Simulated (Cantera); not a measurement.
# Carbothermic reduction: Ta2O5 + CO

A closed system holds: 1 mol Ta2O5, 0.64 mol CO, at 2200 K and 42.0 Pa.

Equilibrium computed with Cantera from the NASA thermochemical tables; the gas is ideal and each condensed phase is pure. Candidate condensed phases: C, Ta, TaC, Ta2O5; 15 gas species. The numbers say what is thermodynamically allowed, not how fast it happens.

The x(CO) is 0.977, the x(TaO2) is 0.0146 and the x(CO2) is 0.00743. The x(O) is 0.000295, the x(TaO) comes out as 0.000278 and the x(O2) is 5.00e-6. The n(Ta2O5(l)) is 0.995 mol. The gas amount comes out as 0.6499 mol and the log10 activity of Ta(s) (absent) is -2.60. The log10 activity of TaC(s) (absent) is -5.50. The log10 activity of C(graphite) (absent) is -6.23.
